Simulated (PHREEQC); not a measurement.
Solution (25 °C): 1.1 mmol/kgw NH4HF2, 0.81 mmol/kgw (NH4)2SiF6 and 2.1 mmol/kgw HBF4. Closed to the air; pH follows from the charge balance.

Equilibrium calculation in PHREEQC: ion-association model, wateq4f.dat.

Each row changes one thing in this solution. No solid was allowed to form.

```json
[
 {"case": "as made", "pH": "2.77", "ionic strength (mol/kgw)": "0.00535", "HF (mol/kgw)": "0.00321", "F- (mol/kgw)": "0.00136", "H2F2 (mol/kgw)": "2.69e-5", "HF2- (mol/kgw)": "1.68e-5"},
 {"case": "HBF4 left out", "pH": "3.33", "ionic strength (mol/kgw)": "0.00385", "HF (mol/kgw)": "0.00129", "F- (mol/kgw)": "0.00195", "H2F2 (mol/kgw)": "4.33e-6", "HF2- (mol/kgw)": "9.63e-6"},
 {"case": "NH4HF2 from 0.0011 to 0.0055 mol/kgw", "pH": "2.98", "ionic strength (mol/kgw)": "0.00908", "HF (mol/kgw)": "0.00637", "F- (mol/kgw)": "0.00447", "H2F2 (mol/kgw)": "0.000106", "HF2- (mol/kgw)": "0.000110"},
 {"case": "temperature from 25 to 65 °C", "pH": "2.92", "ionic strength (mol/kgw)": "0.00453", "HF (mol/kgw)": "0.00582", "F- (mol/kgw)": "0.00162", "H2F2 (mol/kgw)": "1.89e-5", "HF2- (mol/kgw)": "4.15e-5"},
 {"case": "HBF4 from 0.0021 to 0.021 mol/kgw", "pH": "1.78", "ionic strength (mol/kgw)": "0.0224", "HF (mol/kgw)": "0.00830", "F- (mol/kgw)": "0.000387", "H2F2 (mol/kgw)": "0.000180", "HF2- (mol/kgw)": "1.24e-5"},
 {"case": "diluted 100-fold with water", "pH": "3.98", "ionic strength (mol/kgw)": "0.000134", "HF (mol/kgw)": "2.08e-5", "F- (mol/kgw)": "0.000134", "H2F2 (mol/kgw)": "1.13e-9", "HF2- (mol/kgw)": "1.07e-8"},
 {"case": "5.8e-05 mol/kgw LiOH added", "pH": "2.78", "ionic strength (mol/kgw)": "0.00537", "HF (mol/kgw)": "0.00319", "F- (mol/kgw)": "0.00138", "H2F2 (mol/kgw)": "2.66e-5", "HF2- (mol/kgw)": "1.70e-5"},
 {"case": "0.00063 mol/kgw H2SO4 added", "pH": "2.61", "ionic strength (mol/kgw)": "0.00669", "HF (mol/kgw)": "0.00352", "F- (mol/kgw)": "0.00104", "H2F2 (mol/kgw)": "3.23e-5", "HF2- (mol/kgw)": "1.41e-5"},
 {"case": "(NH4)2SiF6 left out", "pH": "2.77", "ionic strength (mol/kgw)": "0.00291", "HF (mol/kgw)": "0.00321", "F- (mol/kgw)": "0.00133", "H2F2 (mol/kgw)": "2.70e-5", "HF2- (mol/kgw)": "1.64e-5"}
]
```

Some of these states are supersaturated (in Quartz (slow to form), for instance). At this temperature some constants are extrapolated from 25 °C, and those without enthalpy data are left unchanged. SiF6-2 is the database's only silicon fluoride. Real BF4- forms and hydrolyses slowly; the run takes it at equilibrium.
